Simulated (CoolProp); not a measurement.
Saturation properties of chloromethane (R40).

Computed with CoolProp (reference Helmholtz-energy equation of state, Thol 2014).

```csv
T (K),p (MPa),vapour density (kg/m³),enthalpy of vaporisation (kJ/kg),liquid cp (kJ/(kg K)),surface tension (mN/m)
240.2,0.06742,1.752,437.1,1.587,25.0
247.6,0.09458,2.401,429.7,1.582,23.7
255.1,___,3.235,422.0,1.580,22.5
262.6,0.1757,4.279,414.2,1.581,21.2
270,0.2316,5.546,406.3,___,20.0
277.5,0.3015,7.107,398.0,1.592,18.7
284.9,0.3851,8.961,389.6,1.602,17.5
292.4,0.4867,11.20,380.8,1.614,16.3
299.8,0.6055,13.81,371.8,1.630,15.1
307.3,0.7469,16.93,362.3,1.650,13.9
314.8,0.9114,20.57,___,1.674,12.8
322.2,1.099,24.76,342.1,___,11.7
329.7,___,29.69,331.1,1.735,10.5
337.1,1.559,35.33,319.7,1.775,9.45
```

Some entries are withheld; supply them.


- 255.1, p (MPa): 0.1302
- 270, liquid cp (kJ/(kg K)): 1.585
- 314.8, enthalpy of vaporisation (kJ/kg): 352.4
- 322.2, liquid cp (kJ/(kg K)): 1.702
- 329.7, p (MPa): 1.316

It boils at 249.2 K under 1 atm.

Surface tension comes from a separate correlation (Mulero 2014).
